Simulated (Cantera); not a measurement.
A perfectly stirred reactor is fed with 7.23 % CH₄, 0.304 % C₂H₆, 19.4 % O₂, 73.1 % N₂, at 5.00 bar; it is adiabatic with a 525 K inlet, and is followed from long to short residence time, starting on the burning branch (τ in s: 0.26, 0.12, 0.052, 0.023, 0.01, 0.0046, 0.0021, 0.00093, 0.00042, 0.00019, 8.4e-05).

Detailed kinetics in Cantera: GRI-Mech 3.0 (53 species, 325 reactions).

x: mole fraction; the columns are a selection and need not sum to one.

```json
[
 {"τ (s)": "0.26", "T (K)": "2163", "x CH₄": "4.41e-7", "x C₂H₆": "2.52e-9", "x O₂": "0.0371", "x CH₂O": "6.77e-8", "x C₂H₂": "1.15e-8", "x HCO": "1.51e-9"},
 {"τ (s)": "0.12", "T (K)": "2164", "x CH₄": "9.35e-7", "x C₂H₆": "5.38e-9", "x O₂": "0.0375", "x CH₂O": "1.45e-7", "x C₂H₂": "2.41e-8", "x HCO": "3.25e-9"},
 {"τ (s)": "0.052", "T (K)": "2165", "x CH₄": "2.09e-6", "x C₂H₆": "1.22e-8", "x O₂": "0.0379", "x CH₂O": "3.26e-7", "x C₂H₂": "5.32e-8", "x HCO": "7.47e-9"},
 {"τ (s)": "0.023", "T (K)": "2164", "x CH₄": "4.47e-6", "x C₂H₆": "2.69e-8", "x O₂": "0.0382", "x CH₂O": "7.07e-7", "x C₂H₂": "1.12e-7", "x HCO": "1.69e-8"},
 {"τ (s)": "0.010", "T (K)": "2161", "x CH₄": "9.36e-6", "x C₂H₆": "5.96e-8", "x O₂": "0.0384", "x CH₂O": "1.50e-6", "x C₂H₂": "2.29e-7", "x HCO": "3.91e-8"},
 {"τ (s)": "0.0046", "T (K)": "2155", "x CH₄": "1.77e-5", "x C₂H₆": "1.22e-7", "x O₂": "0.0387", "x CH₂O": "2.89e-6", "x C₂H₂": "4.12e-7", "x HCO": "8.56e-8"},
 {"τ (s)": "0.0021", "T (K)": "2144", "x CH₄": "3.20e-5", "x C₂H₆": "2.44e-7", "x O₂": "0.0392", "x CH₂O": "5.34e-6", "x C₂H₂": "6.80e-7", "x HCO": "1.90e-7"},
 {"τ (s)": "0.00093", "T (K)": "2125", "x CH₄": "5.73e-5", "x C₂H₆": "4.88e-7", "x O₂": "0.0400", "x CH₂O": "9.67e-6", "x C₂H₂": "1.04e-6", "x HCO": "4.35e-7"},
 {"τ (s)": "0.00042", "T (K)": "2097", "x CH₄": "0.000101", "x C₂H₆": "9.45e-7", "x O₂": "0.0412", "x CH₂O": "1.69e-5", "x C₂H₂": "1.45e-6", "x HCO": "9.78e-7"},
 {"τ (s)": "0.00019", "T (K)": "2058", "x CH₄": "___", "x C₂H₆": "___", "x O₂": "0.0432", "x CH₂O": "___", "x C₂H₂": "___", "x HCO": "___"},
 {"τ (s)": "8.4e-5", "T (K)": "1999", "x CH₄": "___", "x C₂H₆": "___", "x O₂": "0.0464", "x CH₂O": "___", "x C₂H₂": "___", "x HCO": "___"}
]
```

Question: Fill in the missing entries.

Answer: 
- 0.00019, x CH₄: 0.000183
- 0.00019, x C₂H₆: 1.83e-6
- 0.00019, x CH₂O: 2.97e-5
- 0.00019, x C₂H₂: 1.92e-6
- 0.00019, x HCO: 2.19e-6
- 8.4e-5, x CH₄: 0.000363
- 8.4e-5, x C₂H₆: 3.80e-6
- 8.4e-5, x CH₂O: 5.52e-5
- 8.4e-5, x C₂H₂: 2.58e-6
- 8.4e-5, x HCO: 5.01e-6
